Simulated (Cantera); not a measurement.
Feed: 1 mol SiCl4, 1 mol NH3, held at 1050 K and 0.120 bar.

Method: chemical equilibrium by Gibbs-energy minimisation in Cantera with the NASA 1993 tables (ideal gas, pure condensed phases). Candidate condensed phases: NH4Cl, Si, Si3N4; 28 gas species. The tables' values for SiCl3 are old estimates; treat these amounts as uncertain. The numbers say what is thermodynamically allowed, not how fast it happens.

Base state: HCl 0.409, H2 0.277, SiCl4 0.218, N2 0.0930, SiHCl3 0.00154, SiCl3 0.000270 (mole fractions); condensed: Si3N4(s).

Question: What changes in the equilibrium state with this change: pressure from 0.120 bar to 0.0133 bar?

Answer: 
| species | before | after |
|---|---|---|
| HCl | 0.409 | 0.455 |
| H2 | 0.277 | 0.253 |
| SiCl4 | 0.218 | 0.205 |
| N2 | 0.0930 | 0.0848 |
| SiCl2 | 6.05e-6 | 3.78e-5 |
| SiCl3 | 0.000270 | 0.000654 |
| SiHCl3 | 0.00154 | 0.00118 |
| Si3N4(s), mol | 0.106 | 0.118 |
